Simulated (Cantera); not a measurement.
Cantera with NASA thermochemical tables; ideal gases at 1 bar, condensed phases pure. Values are per mole of reaction as written; species without (g) are pure solids or liquids, kept so even where they would boil at 1 bar.

**Question.** Between 300 and 550 K, where is each reaction favourable under standard conditions?
- NiS₂ + 2 H(g) → NiS + H₂S(g)
- 2 H(g) + Ni₃S₄ → 3 NiS + H₂S(g)
- S + Ni → NiS

**Answer.** 
- NiS₂ + 2 H(g) → NiS + H₂S(g): ΔG° is -400 kJ at 300 K and -387 kJ at 550 K; it stays negative (K > 1). ΔH° is -420 kJ and ΔS° -60 J/K at 550 K.
- 2 H(g) + Ni₃S₄ → 3 NiS + H₂S(g): ΔG° is -404 kJ at 300 K and -388 kJ at 550 K; it stays negative (K > 1). ΔH° is -428 kJ and ΔS° -73 J/K at 550 K.
- S + Ni → NiS: ΔG° is -85 kJ at 300 K and -81 kJ at 550 K; it stays negative (K > 1). ΔH° is -93 kJ and ΔS° -21 J/K at 550 K.
